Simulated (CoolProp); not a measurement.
Model: reference Helmholtz-energy equation of state, Lemmon 2006, in CoolProp. It is a short technical equation, of lower accuracy than the large ones.

Q: For toluene, give the phase and the cp (kJ/(kg K)), conductivity (mW/(m K)) at 346.85 °C and 206 bar.

A: 
- 346.85 °C and 206 bar: supercritical; cp 2.67, conductivity 88.9

Thermal conductivity comes from a separate model (Assael 2012).
